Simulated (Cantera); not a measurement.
Input: 1 mol n-butane, 0.018 mol NH3, equilibrated at 1848 K and 100 Torr.

Equilibrium computed with Cantera from the NASA thermochemical tables; the gas is ideal and each condensed phase is pure. Candidate condensed phases: C, C6H6, C7H8, C8H18; 92 gas species. Kinetics and transport are ignored.

### Question
What is the equilibrium state?

### Answer
```
Item                    Result
-------------------  ---------
x(H2)                    0.996
x(N2)                  0.00162
x(H)                   0.00145
x(HCN)                0.000310
x(C2H2 (acetylene))   0.000257
x(CH4)                 8.72e-5
x(HNC)                 1.31e-5
x(CH3)                 2.56e-6
n(C(graphite))        4.00 mol
gas amount           5.039 mol
```
